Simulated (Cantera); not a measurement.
Input (Python, Cantera) and output of one run.

```python
import numpy as np
import cantera as ct

gas_names = """
    HCL OH H2O
""".split()
cond_names = """
    Li(cr) Li(L) LiCL(s) LiCL(L)
""".split()


# ... load() reads the species with a 1 bar reference pressure and builds the phases ...
species = {s.name: s for s in load("nasa_gas.yaml", gas_names) + load("nasa_condensed.yaml", cond_names)}
# Each term lists the table entries of one substance; the one whose range holds T is used.
reactions = {
    'Li + HCl(g) + OH(g) = LiCl + H2O(g)':
        [(-1, ['Li(cr)', 'Li(L)']), (-1, ['HCL']), (-1, ['OH']), (1, ['LiCL(s)', 'LiCL(L)']), (1, ['H2O'])],
}


def pick(names, T):
    return next(species[n] for n in names if species[n].thermo.min_temp <= T <= species[n].thermo.max_temp)


results = []
for label, terms in reactions.items():
    print(label)
    print("     T/K   dH/kJ  dS/(J/K)   dG/kJ   log10 K")
    for T in [948, 998, 1048, 1098, 1148, 1198]:
        used = [(nu, pick(names, T)) for nu, names in terms]
        dH = sum(nu * s.thermo.h(T) for nu, s in used) / 1e6
        dS = sum(nu * s.thermo.s(T) for nu, s in used) / 1e3
        dG = dH - T * dS / 1e3
        logK = -dG * 1e6 / (ct.gas_constant * T * np.log(10))
        results.append((label, T, dH, dS, dG, logK, [s.name for _, s in used]))
        print(f"{T:8g} {dH:8.1f} {dS:8.1f} {dG:8.1f} {logK:8.2f}")
```

Output:

```
Li + HCl(g) + OH(g) = LiCl + H2O(g)
     T/K   dH/kJ  dS/(J/K)   dG/kJ   log10 K
     948   -577.3   -132.4   -451.8    24.90
     998   -576.6   -131.6   -445.2    23.30
    1048   -575.9   -131.0   -438.7    21.86
    1098   -575.2   -130.3   -432.1    20.56
    1148   -574.6   -129.7   -425.6    19.37
    1198   -573.9   -129.2   -419.2    18.28
```

Source: NASA polynomial tables (part measured, part estimated), evaluated in Cantera. Condensed species are held in their standard states even where they would react or evaporate.
